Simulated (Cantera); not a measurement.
Charge: 1 mol MgSO4, 2.2 mol O2, held at 1.00 bar.

Cantera equilibrium calculation (NASA polynomials, part measured and part estimated; ideal gas, pure solids and liquids). Candidate condensed phases: Mg, MgO, MgS, MgSO4, S; 14 gas species. The numbers say what is thermodynamically allowed, not how fast it happens.

### Question
At 1227 °C, list the 3 most abundant gas species with their mole fractions, and the condensed phases.

### Answer
O2 0.729, SO2 0.263, SO3 0.00839. Condensed: MgO(s).
